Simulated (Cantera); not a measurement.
What does this Cantera script print?

```python
import numpy as np
import cantera as ct

gas = ct.Solution("h2o2.yaml")
gas.TPX = 398, 13332, {'H2': 1, 'O2': 0.847, 'N2': 3.19}
flame = ct.FreeFlame(gas, width=0.16)
flame.set_refine_criteria(ratio=3, slope=0.08, curve=0.16)
flame.transport_model = "mixture-averaged"
flame.solve(loglevel=0, auto=True)
z, T = flame.grid, flame.T
thick = (T[-1] - T[0]) / np.gradient(T, z).max()
show = ['H2', 'O2', 'H2O', 'H', 'HO2', 'H2O2']
print(f"laminar burning velocity  {flame.velocity[0] * 100:.3f} cm/s")
print(f"burnt temperature         {T[-1]:.1f} K")
print(f"thermal thickness         {thick * 1e3:.4f} mm")
print(f"grid points               {len(z)}")
z0 = z[flame.heat_release_rate.argmax()]
print(f"{'z/mm':>9s}{'T/K':>9s}{'u/(m/s)':>9s}" + "".join(f"{s:>11s}" for s in show))
rows = []
for k in (-3, -2, -1.5, -1, -0.5, -0.25, 0, 0.25, 0.5, 1, 2, 4, 8):
    zz = z0 + k * thick
    rows.append([k * thick, np.interp(zz, z, T), np.interp(zz, z, flame.velocity),
                 *(np.interp(zz, z, flame.X[gas.species_index(s)]) for s in show)])
    print(f"{rows[-1][0] * 1e3:9.3f}{rows[-1][1]:9.1f}{rows[-1][2]:9.3f}" + "".join(f"{x:11.3e}" for x in rows[-1][3:]))
```

Output:

```
laminar burning velocity  178.446 cm/s
burnt temperature         1885.2 K
thermal thickness         5.1053 mm
grid points               117
     z/mm      T/K  u/(m/s)         H2         O2        H2O          H        HO2       H2O2
  -15.316    398.0    1.784  1.985e-01  1.682e-01  1.261e-12  1.432e-16  2.343e-13  6.698e-15
  -10.211    398.0    1.784  1.985e-01  1.682e-01  1.042e-10  1.064e-14  2.295e-11  7.183e-13
   -7.658    398.0    1.784  1.985e-01  1.682e-01  2.208e-09  2.268e-13  5.705e-10  1.855e-11
   -5.105    398.0    1.784  1.983e-01  1.682e-01  2.762e-07  2.892e-10  9.787e-08  3.362e-09
   -2.553    413.0    1.837  1.912e-01  1.693e-01  6.553e-04  2.793e-05  8.367e-05  7.295e-06
   -1.276    623.4    2.705  1.569e-01  1.654e-01  1.912e-02  3.314e-03  5.897e-05  1.257e-05
    0.000    986.0    4.166  8.178e-02  1.367e-01  8.590e-02  2.041e-02  2.323e-05  9.483e-07
    1.276   1243.9    5.214  2.509e-02  9.479e-02  1.578e-01  3.049e-02  1.279e-05  1.277e-06
    2.553   1372.0    5.725  1.426e-02  8.324e-02  1.770e-01  2.638e-02  9.432e-06  1.006e-06
    5.105   1503.3    6.230  1.199e-02  7.955e-02  1.861e-01  1.810e-02  7.166e-06  5.865e-07
   10.211   1625.9    6.687  9.588e-03  7.747e-02  1.945e-01  1.060e-02  5.340e-06  3.024e-07
   20.421   1731.7    7.072  6.472e-03  7.624e-02  2.028e-01  4.998e-03  3.665e-06  1.577e-07
   40.842   1806.6    7.339  3.620e-03  7.589e-02  2.094e-01  1.886e-03  2.252e-06  8.968e-08
```

Cantera simulation using the H2/O2 subset of GRI-Mech 3.0, which has no nitrogen chemistry; the numbers are that mechanism's predictions, not measurements. Burning velocities carry a grid error of a few per cent, more on coarse grids. Lean hydrogen flames are cellular in practice and burn faster than this planar one.
